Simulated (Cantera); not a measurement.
Cantera run, input and output.

```python
import numpy as np
import cantera as ct

gas = ct.Solution("SiF4_NH3_mec.yaml", "gas")
gas.TPX = 2075, 101325, {'NH3': 1, 'H2': 5.9}
reactor = ct.IdealGasConstPressureReactor(gas, energy="off", clone=False)
net = ct.ReactorNet([reactor])
net.rtol, net.atol = 1e-08, 1e-18
show = ['NH3', 'H2', 'NH', 'NH2', 'N2H2', 'N', 'H']
times = np.geomspace(0.0002, 70, 9)

steps = ct.SolutionArray(gas, extra=["t"])
rows = []
print(f"{'t/s':>10s}{'T/K':>9s}{'P/Pa':>11s}" + "".join(f"{s:>11s}" for s in show))
for t in times:
    while net.time < t:
        t_next = net.step()
        steps.append(gas.state, t=t_next)
    rows.append([np.interp(t, steps.t, y) for y in (steps.T, steps.P, *steps(*show).X.T)])
    print(f"{t:10.3e}{rows[-1][0]:9.1f}{rows[-1][1]:11.4g}" + "".join(f"{x:11.3e}" for x in rows[-1][2:]))
rate = np.gradient(steps.T, steps.t)
print("integrator steps:", len(steps.t))
if steps.T.max() > steps.T[0] + 200:
    print(f"time of steepest temperature rise: {steps.t[rate.argmax()]:.4e} s")
gas.TPX = 2075, 101325, {'NH3': 1, 'H2': 5.9}
gas.equilibrate("TP")
print(f"equilibrium (TP): T = {gas.T:.1f} K  " + "  ".join(f"{s} {gas[s].X[0]:.3e}" for s in show))
```

Result:

```
       t/s      T/K       P/Pa        NH3         H2         NH        NH2       N2H2          N          H
 2.000e-04   2075.0  1.013e+05  1.442e-01  8.545e-01  9.749e-06  3.799e-04  4.838e-07  7.001e-07  7.549e-04
 9.864e-04   2075.0  1.013e+05  1.391e-01  8.572e-01  1.449e-05  4.560e-04  8.007e-07  1.290e-06  9.421e-04
 4.865e-03   2075.0  1.013e+05  1.166e-01  8.698e-01  1.361e-05  4.037e-04  6.459e-07  1.284e-06  1.010e-03
 2.399e-02   2075.0  1.013e+05  5.260e-02  9.057e-01  1.004e-05  2.316e-04  2.453e-07  1.220e-06  1.337e-03
 1.183e-01   2075.0  1.013e+05  4.094e-03  9.321e-01  2.420e-06  3.151e-05  6.675e-09  5.209e-07  2.405e-03
 5.835e-01   2075.0  1.013e+05  4.133e-04  9.340e-01  2.789e-07  3.395e-06  8.143e-11  6.416e-08  2.571e-03
 2.878e+00   2075.0  1.013e+05  7.452e-05  9.342e-01  5.039e-08  6.128e-07  2.919e-12  1.161e-08  2.574e-03
 1.419e+01   2075.0  1.013e+05  1.513e-05  9.342e-01  1.023e-08  1.244e-07  3.825e-13  2.357e-09  2.575e-03
 7.000e+01   2075.0  1.013e+05  4.650e-06  9.342e-01  3.144e-09  3.824e-08  2.837e-13  7.244e-10  2.575e-03
integrator steps: 1334
equilibrium (TP): T = 2075.0 K  NH3 4.089e-06  H2 9.342e-01  NH 2.765e-09  NH2 3.363e-08  N2H2 2.814e-13  N 6.370e-10  H 2.575e-03
```

Computed with Cantera and the gas-phase N/H chemistry of the illustrative SiF4/NH3 mechanism in the Surface Chemkin manual (1991). Walls and surfaces, which speed up NH3 decomposition in real reactors, are not modelled.
